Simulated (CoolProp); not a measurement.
Values from CoolProp's reference Helmholtz-energy equation of state, Gao 2020.

Question: For ammonia, give the phase and the density (kg/m³), expansivity (1/kK), Prandtl number, fugacity coefficient at 232.1 K and 15.8 MPa; 254.3 K and 15.8 MPa.

Answer: 
- 232.1 K and 15.8 MPa: liquid; density 698, expansivity 1.65, Prandtl number 1.89, fugacity coefficient 0.00512
- 254.3 K and 15.8 MPa: liquid; density 672, expansivity 1.79, Prandtl number 1.58, fugacity coefficient 0.0147

Viscosity comes from a separate model (Fenghour 1995). Thermal conductivity comes from a separate model (Tufeu 1984).
